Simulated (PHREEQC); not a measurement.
A solution holds 0.0054 mol CsOH, 0.00065 mol CO2 and 0.00091 mol Na2CO3 per kg of water, at 25 °C. Closed to the air; pH follows from the charge balance.

Equilibrium calculation in PHREEQC: ion-association model, wateq4f.dat.

The ionic strength comes out as 0.00865 mol/kgw. What activity coefficients do Na+, HCO3-, NaCO3-, Cs+, CO3-2 get?

Na+ 0.91, HCO3- 0.91, NaCO3- 0.91, Cs+ 0.91, CO3-2 0.69.

Precipitation was switched off in this run.
